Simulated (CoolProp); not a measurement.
Model: reference Helmholtz-energy equation of state, Lemmon 2006, in CoolProp. It is a short technical equation, of lower accuracy than the large ones.

### Question
For carbon monoxide, give the phase and the Z, cp (kJ/(kg K)), cv (kJ/(kg K)), speed of sound (m/s) at 98.3 K and 406 kPa.

### Answer
- 98.3 K and 406 kPa: gas; Z 0.898, cp 1.27, cv 0.818, speed of sound 190
